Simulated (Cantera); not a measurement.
Feed: 1 mol Nb, 0.58 mol H2O, 36 mol H2, held at 1648 K and 1.20 Pa.

Method: chemical equilibrium by Gibbs-energy minimisation in Cantera with the NASA 1993 tables (ideal gas, pure condensed phases). Candidate condensed phases: H2O, Nb, NbO, NbO2, Nb2O5; 12 gas species. Mutual solubility and eutectic melting of coexisting phases are not modelled. NbO: taken at fixed stoichiometry. Condensed phases not in the tables: N, O or C dissolved in the metal. The numbers say what is thermodynamically allowed, not how fast it happens.

Base state: H2 0.974, H 0.0254, H2O 0.000190, NbO2 1.76e-5 (mole fractions); condensed: Nb(s) + NbO(s).

Q: What changes in the equilibrium state with this change: temperature from 1648 K to 1148 K?

A: 
```json
[
 {"species": "H2", "before": "0.974", "after": "1.000"},
 {"species": "H", "before": "0.0254", "after": "2.07e-5"},
 {"species": "H2O", "before": "0.000190", "after": "1.05e-6"},
 {"species": "NbO2", "before": "1.76e-5", "after": "<1e-9"},
 {"species": "Nb(s), mol", "before": "0.428", "after": "0.420"},
 {"species": "NbO(s), mol", "before": "0.571", "after": "0.580"}
]
```
